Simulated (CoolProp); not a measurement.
Tetrahydrofuran along the isotherm 364.1 K: Z from the reference equation and from simpler models built on Tc = 540.2 K, pc = 53.04 bar, ω = 0.234; each cubic takes its own stable root.

The numbers come from the reference Helmholtz-energy equation of state, Fiedler 2023 in CoolProp.

```csv
p (bar),phase,reference,van der Waals,Redlich-Kwong,Peng-Robinson
0.419,gas,0.9908,0.9941,0.9919,0.9907
0.708,gas,0.9843,0.9900,0.9863,0.9842
1.19,gas,0.9733,0.9831,0.9767,0.9733
2.02,gas,0.9539,0.9709,0.9599,0.9539
3.4,liquid,0.01004,0.9500,?,0.009560
5.74,liquid,?,0.9123,0.01887,0.01613
9.69,liquid,0.02860,?,0.03181,0.02720
16.3,liquid,0.04804,0.07772,0.05338,0.04569
27.6,liquid,0.08119,?,0.09002,0.07716
46.6,liquid,0.1366,0.2179,0.1510,0.1297
78.6,liquid,0.2292,0.3616,0.2521,0.2174
133,liquid,0.3847,0.5982,?,0.3641
```

**Question.** Complete the blanks.

**Answer.** 
- 3.4, Redlich-Kwong: 0.01119
- 5.74, reference: 0.01695
- 9.69, van der Waals: 0.04642
- 27.6, van der Waals: 0.1306
- 133, Redlich-Kwong: 0.4203

At some of these states van der Waals gives the other phase, because its saturation line lies elsewhere.
